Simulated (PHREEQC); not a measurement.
Model water analysis in mg/L, 20 °C, pH 6.02, pe 1.6:

```tsv
constituent	mg/L
Na	0.327
K	0.126
Ca	0.315
Mg	0.0402
Cl	0.258
S(6) as SO4	0.719
Alkalinity as HCO3	0.924
Si as SiO2	0.0179
```

Valence states are taken as typed.

Equilibrium calculation in PHREEQC: ion-association model, wateq4f.dat.

Precipitation was switched off in this run.

Task: Predict the charge-balance error.

Result: charge-balance error -1.2 %.

Task: In which forms is C present?

Result: CO2 70 %, HCO3- 30 % of the C.
